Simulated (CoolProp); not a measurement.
R113 at 298.15 K and 8.15 MPa is throttled through a valve to 1.6 MPa with no heat exchange. Each further row changes one setting.

Computed with CoolProp (reference Helmholtz-energy equation of state, Marx 1992).

```tsv
case	temperature change (K)
as stated	(withheld)
outlet pressure 0.48 MPa	(withheld)
outlet pressure 2.08 MPa	(withheld)
```

Question: Complete the blanks.

Answer: 
- as stated, temperature change (K): +2.6
- outlet pressure 0.48 MPa, temperature change (K): +3.0
- outlet pressure 2.08 MPa, temperature change (K): +2.4
